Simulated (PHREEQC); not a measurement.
Make-up at 80 °C: 0.067 mol NH4Cl, 0.0026 mol NaF and 0.2 mol KCl per kg of water. Closed to the air; pH follows from the charge balance.

The numbers come from PHREEQC with the ion-association model, phreeqc.dat.

**Question.** The ionic strength comes out as 0.270 mol/kgw. What activity coefficients do H+, NH4+, Na+, K+, F- get?

**Answer.** H+ 0.77, NH4+ 0.62, Na+ 0.71, K+ 0.66, F- 0.65.

No solid was allowed to form. At this temperature some constants are extrapolated from 25 °C, and those without enthalpy data are left unchanged.
